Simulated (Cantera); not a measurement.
Standard-state values (1 bar) from the NASA 1993 polynomials, evaluated with Cantera. Values are per mole of reaction as written; species without (g) are pure solids or liquids, kept so even where they would boil at 1 bar. The tables' values for BOCl are old estimates.

B2O3(g) → 3 O(g) + 2 B

| T (K) | ΔH° (kJ) | ΔS° (J/K) | ΔG° (kJ) | log10 K |
|---|---|---|---|---|
| 850 | 1594.5 | 232.3 | 1397.1 | -85.85 |
| 875 | 1595.0 | 232.8 | 1391.2 | -83.05 |
| 900 | (withheld) | (withheld) | (withheld) | (withheld) |
| 925 | 1595.8 | 233.8 | 1379.6 | -77.90 |
| 950 | 1596.3 | 234.3 | 1373.7 | -75.53 |
| 975 | 1596.7 | 234.7 | 1367.9 | -73.28 |
| 1000 | 1597.1 | 235.1 | 1362.0 | -71.14 |
| 1025 | (withheld) | (withheld) | (withheld) | (withheld) |
| 1050 | (withheld) | (withheld) | (withheld) | (withheld) |

Q: Complete the blanks.

A: 
- 900, ΔH° (kJ): 1595.4
- 900, ΔS° (J/K): 233.3
- 900, ΔG° (kJ): 1385.4
- 900, log10 K: -80.41
- 1025, ΔH° (kJ): 1597.6
- 1025, ΔS° (J/K): 235.6
- 1025, ΔG° (kJ): 1356.1
- 1025, log10 K: -69.11
- 1050, ΔH° (kJ): 1598.0
- 1050, ΔS° (J/K): 236.0
- 1050, ΔG° (kJ): 1350.2
- 1050, log10 K: -67.17
